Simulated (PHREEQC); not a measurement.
Dissolve 0.082 mol/kgw (NH4)2SO4 at 65 °C. Closed to the air; pH follows from the charge balance.

Equilibrium calculation in PHREEQC: ion-association model, phreeqc.dat.

| quantity | before | after |
|---|---|---|
| pH | 5.03 | 2.35 |
| ionic strength (mol/kgw) | 0.196 | 0.311 |
| SO4-2 (mol/kgw) | 0.0569 | 0.0601 |
| HSO4- (mol/kgw) | 5.18e-5 | 0.0220 |

### Question
Which change was made?
A. diluted 2-fold with water
B. diluted 100-fold with water
C. 0.014 mol/kgw TMAH added
D. (NH4)2SO4 replaced by Fe2(SO4)3 at the same molality
E. 0.017 mol/kgw H3PO4 added

### Answer
D, (NH4)2SO4 replaced by Fe2(SO4)3 at the same molality

This is a speciation only: nothing precipitates in the calculation. Some of these states are supersaturated (in Hematite (slow to form), Goethite (slow to form), for instance). Away from 25 °C the constants follow the database's enthalpies or fits; those with neither stay at their 25 °C values.
